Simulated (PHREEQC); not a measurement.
Consider water at 25 °C and 100 atm with 4.65 mmol/kgw Cu(NO3)2, 25 mmol/kgw H2SO4 and 0.035 mmol/kgw Na2SO4. Closed to the air; pH follows from the charge balance.

The numbers come from PHREEQC with the ion-association model, phreeqc.dat.

Precipitation was switched off in this run.

Order these S species by the share of S that they hold, largest first: HSO4-, SO4-2, CuSO4.

HSO4- (57 %), SO4-2 (38 %), CuSO4 (5.0 %)

The pH is 1.52 and the ionic strength 0.0557 mol/kgw. Under pressure, the constants of complexes without a molar volume in the database are unreliable.
